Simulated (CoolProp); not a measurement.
Vapour-liquid equilibrium of methanol (1) + ethylbenzene (2) at 4.37 bar; x and y are mole fractions of (1).

Model: multi-fluid Helmholtz-energy mixture model, de Reuck 1993 and Zhou 2012; pair parameters Bell 2016, in CoolProp.

```json
[
 {"x": "0.05", "bubble temperature, mixture model (K)": "438.2", "bubble temperature, Raoult's law (K)": "456.2", "y, mixture model": "0.514", "y, Raoult's law": "0.331"},
 {"x": "0.15", "bubble temperature, mixture model (K)": "408.0", "bubble temperature, Raoult's law (K)": "434.8", "y, mixture model": "0.777", "y, Raoult's law": "0.627"},
 {"x": "0.25", "bubble temperature, mixture model (K)": "397.1", "bubble temperature, Raoult's law (K)": "421.3", "y, mixture model": "0.842", "y, Raoult's law": "0.763"},
 {"x": "0.35", "bubble temperature, mixture model (K)": "392.1", "bubble temperature, Raoult's law (K)": "411.6", "y, mixture model": "0.868", "y, Raoult's law": "0.840"},
 {"x": "0.45", "bubble temperature, mixture model (K)": "389.5", "bubble temperature, Raoult's law (K)": "404.1", "y, mixture model": "0.882", "y, Raoult's law": "0.889"},
 {"x": "0.55", "bubble temperature, mixture model (K)": "387.7", "bubble temperature, Raoult's law (K)": "398.1", "y, mixture model": "0.893", "y, Raoult's law": "0.924"},
 {"x": "0.65", "bubble temperature, mixture model (K)": "386.1", "bubble temperature, Raoult's law (K)": "393.0", "y, mixture model": "0.905", "y, Raoult's law": "0.949"},
 {"x": "0.75", "bubble temperature, mixture model (K)": "384.5", "bubble temperature, Raoult's law (K)": "388.7", "y, mixture model": "0.920", "y, Raoult's law": "0.968"},
 {"x": "0.85", "bubble temperature, mixture model (K)": "382.8", "bubble temperature, Raoult's law (K)": "384.9", "y, mixture model": "0.942", "y, Raoult's law": "0.983"},
 {"x": "0.95", "bubble temperature, mixture model (K)": "380.9", "bubble temperature, Raoult's law (K)": "381.5", "y, mixture model": "0.976", "y, Raoult's law": "0.995"}
]
```

The largest gap from Raoult's law is -26.8 K in bubble temperature, at x = 0.15. No azeotrope shows between x = 0.05 and 0.95.

The pair parameters rest on a limited set of measurements; away from them the model extrapolates. With so large a gap from Raoult's law the liquid may split in two, which this calculation doesn't test in full.
